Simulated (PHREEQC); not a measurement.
PHREEQC input (ion-association model, wateq4f.dat):

```
SOLUTION_MASTER_SPECIES
  An  An-  0  An  62.0  # stands for a non-complexing anion
SOLUTION_SPECIES
  An- = An-
    -log_k 0
    -gamma 3.0 0
PHASES
  Fix_H+
    H+ = H+
    -log_k 0
SOLUTION 1
  temp 25
  units mmol/kgw
  pH 7 charge
  Na 50
  An 50
END
SELECTED_OUTPUT 1
  -reset false
  -pH true
  -pe true
  -ionic_strength true
  -water true
  -totals Na
  -molalities Hfo_wOH Hfo_wOH2+ Hfo_wO- Hfo_sOH Hfo_sOH2+ Hfo_sO-
USER_PUNCH 1
  -headings sigma psi
  10 PUNCH EDL("sigma", "Hfo"), EDL("psi", "Hfo")
PRINT
  -reset false
USE solution 1
SURFACE 1
  Hfo_wOH 0.00047191 600 0.21
  Hfo_sOH 1.17978e-05
EQUILIBRIUM_PHASES 1
  Fix_H+ -4 HAn 10
    -force_equality true
  O2(g) -0.68 10
END
# ... the last block is repeated for the other 16 points of pH, with NaOH or the acid as the point needs
```

Selected output (columns that matter, 14 of 17 rows; pH added in front):

```
pH	mu	Na	m_Hfo_wOH	m_Hfo_wOH2+	m_Hfo_wO-	m_Hfo_sOH	m_Hfo_sOH2+	m_Hfo_sO-	sigma	psi
4	0.050309	0.05	9.6352e-05	0.00037499	5.6715e-07	2.4088e-06	9.3748e-06	1.4179e-08	0.29391	0.15971
4.38	0.050214	0.05	0.00014731	0.00032306	1.5389e-06	3.6828e-06	8.0765e-06	3.8472e-08	0.25238	0.15197
4.75	0.050157	0.05	0.00019876	0.0002698	3.3545e-06	4.969e-06	6.7449e-06	8.3862e-08	0.20915	0.14241
5.5	0.050089	0.05	0.00028525	0.00017607	1.0587e-05	7.1313e-06	4.4018e-06	2.6467e-07	0.1299	0.11828
5.88	0.050065	0.05	0.000315	0.00014076	1.6149e-05	7.8751e-06	3.519e-06	4.0372e-07	0.097816	0.1041
6.25	0.050048	0.05	0.00033509	0.00011432	2.25e-05	8.3772e-06	2.8581e-06	5.6249e-07	0.07208	0.089149
6.62	0.050034	0.05	0.00034798	9.4616e-05	2.9318e-05	8.6994e-06	2.3654e-06	7.3295e-07	0.051257	0.073092
7.38	0.050014	0.05	0.00035986	6.9149e-05	4.2902e-05	8.9965e-06	1.7287e-06	1.0726e-06	0.020603	0.037052
7.75	0.050006	0.05	0.00036173	6.1214e-05	4.8968e-05	9.0432e-06	1.5304e-06	1.2242e-06	0.0096126	0.018429
8.12	0.050002	0.050002	0.00036225	5.4662e-05	5.4996e-05	9.0563e-06	1.3666e-06	1.3749e-06	-0.00026209	-0.00051333
8.5	0.050011	0.050018	0.00036163	4.8484e-05	6.1793e-05	9.0409e-06	1.2121e-06	1.5448e-06	-0.010447	-0.019955
9.25	0.050045	0.050068	0.00035528	3.5752e-05	8.0879e-05	8.882e-06	8.9381e-07	2.022e-06	-0.035423	-0.056952
9.62	0.050085	0.05012	0.00034742	2.8938e-05	9.5551e-05	8.6855e-06	7.2346e-07	2.3888e-06	-0.052289	-0.073982
10	0.050171	0.05022	0.0003337	2.1942e-05	0.00011626	8.3426e-06	5.4856e-07	2.9066e-06	-0.074038	-0.090386
```
